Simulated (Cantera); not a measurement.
Adiabatic ignition

An adiabatic, constant-pressure homogeneous reactor starts with H2 : O2 : N2 = 1 : 0.455 : 1.71 (molar parts), equivalence ratio 1.1, at 1475 K and 1.00 atm.

Model: GRI-Mech 3.0 (53 species, 325 reactions), integrated in Cantera.

```csv
t (s),T (K),x H2,x O2,x H2O2,x H,x N2O,x H2O,x HO2
2.00e-6,1475,0.316,0.144,5.68e-9,1.08e-6,<1e-12,8.01e-7,4.52e-7
6.32e-6,1475,0.316,0.144,8.09e-8,9.31e-5,1.30e-11,0.000107,4.35e-6
2.00e-5,1928,0.0725,0.0291,8.53e-7,0.105,4.85e-8,0.189,1.40e-5
6.32e-5,2517,0.0739,0.0187,2.44e-7,0.0510,8.29e-8,0.225,5.75e-6
0.000200,2838,0.0668,0.0123,3.64e-7,0.0280,2.77e-7,0.254,5.94e-6
0.000632,2860,0.0668,0.0111,3.77e-7,0.0261,3.27e-7,0.257,5.73e-6
0.00200,2855,0.0678,0.0103,3.61e-7,0.0258,3.70e-7,0.256,5.37e-6
0.00632,2855,0.0679,0.0102,3.59e-7,0.0258,3.76e-7,0.256,5.34e-6
0.0200,2855,0.0679,0.0102,3.59e-7,0.0258,3.76e-7,0.256,5.34e-6
0.0632,2855,0.0679,0.0102,3.59e-7,0.0258,3.76e-7,0.256,5.34e-6
0.200,2855,0.0679,0.0102,3.59e-7,0.0258,3.76e-7,0.256,5.34e-6
```
x: mole fraction; the columns are a selection and need not sum to one.

| Item | Result |
|---|---|
| time of steepest temperature rise | 14.1 µs |
| temperature at 0.200 s | 2855 K |
| equilibrium temperature | 2855 K |
| x(H2) at 0.200 s | 0.0679 (gas-phase equilibrium 0.0679) |
| x(O2) at 0.200 s | 0.0102 (gas-phase equilibrium 0.0102) |
| x(H2O2) at 0.200 s | 3.59e-7 (gas-phase equilibrium 3.59e-7) |
